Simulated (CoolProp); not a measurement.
Saturation properties of n-hexane.

Model: reference Helmholtz-energy equation of state, Thol 2019, in CoolProp.

```tsv
T (K)	p (kPa)	vapour density (kg/m³)	liquid viscosity (µPa s)
380.3	294.8	8.949	146
385.5	334.4	10.12	[?]
390.8	[?]	11.43	134
396	426.6	12.86	129
401.3	479.8	[?]	[?]
406.5	536.7	16.18	118
411.8	[?]	18.11	[?]
417	666.8	20.19	109
422.3	740.9	22.53	[?]
```

**Question.** Some entries are withheld; supply them.

**Answer.** 
- 385.5, liquid viscosity (µPa s): 140
- 390.8, p (kPa): 378.8
- 401.3, vapour density (kg/m³): 14.45
- 401.3, liquid viscosity (µPa s): 123
- 411.8, p (kPa): 599.7
- 411.8, liquid viscosity (µPa s): 113
- 422.3, liquid viscosity (µPa s): 104

It boils at 341.9 K under 1 atm.

Viscosity comes from a separate model (Michailidou 2013).
